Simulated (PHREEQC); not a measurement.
Solution (25 °C): 0.26 mol/kgw CdCl2 and 0.00031 mol/kgw NaCl. Closed to the air; pH follows from the charge balance.

Model: ion-association model, phreeqc.dat, run in PHREEQC.

```csv
quantity,before,after
pH,5.22,5.34
ionic strength (mol/kgw),0.242,0.148
Cl- (mol/kgw),0.205,0.125
```

Task: Name the change that produced these shifts.
A. NaCl left out
B. diluted 2-fold with water
C. NaCl from 0.00031 to 6.2e-05 mol/kgw
D. temperature from 25 to 75 °C
E. CdCl2 left out

Result: B, diluted 2-fold with water

Precipitation was switched off in this run.
